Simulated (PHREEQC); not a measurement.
Solution (4.7 °C): 74 mmol/kgw MnSO4, 0.85 mmol/kgw H3AsO4, 2.8 mmol/kgw HCl and 29 mmol/kgw Na2SO4. Closed to the air; pH follows from the charge balance.

All values are PHREEQC results (ion-association model, wateq4f.dat), not measurements.

Precipitation was switched off in this run.

Order these Mn species by the share of Mn that they hold, largest first: MnCl+, Mn+2, MnSO4.

Mn+2 (61 %), MnSO4 (39 %), MnCl+ (0.20 %)

Order these S species by the share of S that they hold, largest first: HSO4-, MnSO4, NaSO4-, SO4-2.

SO4-2 (66 %), MnSO4 (28 %), NaSO4- (4.2 %), HSO4- (2.0 %)

The pH is 2.92 and the ionic strength 0.258 mol/kgw. Constants without temperature data keep their 25 °C values here. The database has no arsenate complexes of Mn.
